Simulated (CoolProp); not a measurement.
Vapour-liquid equilibrium of isohexane (1) + n-heptane (2) at 141.15 °C; x and y are mole fractions of (1).

The numbers come from the multi-fluid Helmholtz-energy mixture model, Lemmon 2006 and Span 2003; pair parameters Bell 2016 in CoolProp.

```csv
x,bubble pressure (MPa),y at the bubble point,dew pressure at overall composition x (MPa),liquid density (mol/L)
0.05,0.3277,0.103,0.3165,5.718
0.125,0.3595,0.237,0.3325,___
0.2,0.3913,0.350,0.3502,5.779
0.275,___,0.448,0.3697,5.810
0.35,0.4559,0.534,0.3913,___
0.425,0.4889,0.610,___,5.870
0.5,___,0.678,0.4425,5.899
0.575,___,0.739,___,5.927
0.65,0.5909,0.795,0.5080,5.955
0.725,0.6262,0.846,0.5479,5.982
0.8,0.6622,0.893,0.5942,6.007
0.875,0.6990,0.935,0.6483,6.031
0.95,0.7364,0.975,0.7123,6.053
```

Question: Some entries are withheld; supply them.

Answer: 
- 0.125, liquid density (mol/L): 5.748
- 0.275, bubble pressure (MPa): 0.4235
- 0.35, liquid density (mol/L): 5.840
- 0.425, dew pressure at overall composition x (MPa): 0.4154
- 0.5, bubble pressure (MPa): 0.5223
- 0.575, bubble pressure (MPa): 0.5563
- 0.575, dew pressure at overall composition x (MPa): 0.4731

No azeotrope shows between x = 0.05 and 0.95.

Pair parameters are fitted to limited data, so mixtures are less certain than the pure fluids.
